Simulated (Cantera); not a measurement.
A Cantera script and what it prints.

```python
import numpy as np
import cantera as ct

gas_names = """
    Br Br2 H HBr H2 Si SiBr SiBr2 SiBr3 SiBr4 SiH SiHBr3 SiH2 SiH2Br2 SiH3 SiH3Br SiH4 Si2 Si3
""".split()
cond_names = """
    Br2(cr) Br2(L) Si(cr) Si(L)
""".split()


# ... load() reads the species with a 1 bar reference pressure and builds the phases ...
atoms = {
    'Si': {'Si': 1},
    'Br2': {'Br': 2},
    'H2': {'H': 2},
    'HBr': {'H': 1, 'Br': 1},
}
top_T = {}  # K; cautious upper limits of use, not melting points


# ... equilibrate(T, P, feed) seeds the gas with the atoms and calls Mixture.equilibrate('TP', solver="vcs", rtol=1e-11, max_steps=5000) ...
results = []
feed = {'Si': 1, 'Br2': 7.5, 'H2': 0.36, 'HBr': 23}  # mol
P = 97  # Pa
for T in [473, 573, 673, 773, 873, 973, 1073, 1173, 1273]:
    mix = equilibrate(T, P, feed)
    results.append((T, P, feed, dict(zip(mix.species_names, mix.species_moles))))

top = {s: max(r[3][s] / sum(r[3][g] for g in gas_names) for r in results) for s in gas_names}
cols = sorted((s for s in top if top[s] > 0.001), key=lambda s: -top[s])[:8]
seen = [c for c in cond_names if any(r[3].get(c, 0) > 1e-12 for r in results)]
print("log10 of partial pressures in bar; condensed amounts in mol")
print(f"{'T/K':>10s}" + "".join(f"{s[:9]:>10s}" for s in cols + seen))
for T, P, feed, n in results:
    ng = sum(n[g] for g in gas_names)
    print(f"{T:10.4g}" + "".join(f"{np.log10(max(n[s] / ng * P / 1e5, 1e-99)):10.3f}" for s in cols)
          + "".join(f"{n.get(c, 0):10.4g}" for c in seen))
```

Result:

```
log10 of partial pressures in bar; condensed amounts in mol
       T/K       HBr        Br       Br2     SiBr4
       473    -3.113    -9.791    -3.777    -4.488
       573    -3.113    -7.923    -3.777    -4.488
       673    -3.113    -6.607    -3.778    -4.488
       773    -3.114    -5.631    -3.781    -4.489
       873    -3.116    -4.884    -3.798    -4.491
       973    -3.124    -4.313    -3.859    -4.499
      1073    -3.142    -3.906    -4.026    -4.517
      1173    -3.164    -3.672    -4.374    -4.539
      1273    -3.177    -3.580    -4.880    -4.555
```

These are equilibrium values from Cantera (NASA tables, ideal gas, pure condensed phases), not measurements of a reactor. The tables' values for SiBr3 are old estimates; treat these amounts as uncertain.
